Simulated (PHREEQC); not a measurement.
Consider water at 25 °C with 0.056 mol/kgw KOH, 0.083 mol/kgw KNO3 and 0.016 mol/kgw CO2. Closed to the air; pH follows from the charge balance.

Equilibrium calculation in PHREEQC: ion-association model, phreeqc.dat.

Problem. The ionic strength comes out as 0.155 mol/kgw. What activity coefficients do K+, CO3-2, HCO3-, OH-, NO3- get?

Solution. K+ 0.73, CO3-2 0.34, HCO3- 0.76, OH- 0.73, NO3- 0.72.

This is a speciation only: nothing precipitates in the calculation.
